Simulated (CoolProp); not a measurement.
Vapour-liquid equilibrium of R22 (1) + R152A (2) at 2.59 kPa; x and y are mole fractions of (1).

Model: multi-fluid Helmholtz-energy mixture model, Kamei 1995 and Outcalt 1996; pair parameters Bell 2016, in CoolProp.

```csv
x,bubble temperature (K),y at the bubble point,dew temperature at overall composition x (K),liquid density (mol/L)
0.05,188.3,0.115,188.8,17.14
0.2,186.0,0.395,187.7,17.29
0.35,183.8,0.602,186.4,17.44
0.5,181.7,0.755,184.9,17.59
0.65,179.7,0.865,183.2,17.75
0.8,177.9,0.940,180.9,17.90
0.95,176.4,0.989,177.7,18.04
```

No azeotrope shows between x = 0.05 and 0.95.

Pair parameters are fitted to limited data, so mixtures are less certain than the pure fluids.
